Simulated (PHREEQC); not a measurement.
Consider water at 20 °C with 41 mmol/kgw H3BO3. Closed to the air; pH follows from the charge balance.

Computed with PHREEQC (ion-association model, phreeqc.dat).

No solid was allowed to form.

Estimate the pH, ionic strength.

pH 5.33; ionic strength 4.65e-6 mol/kgw.

Complexes and solids missing from the database can't appear.
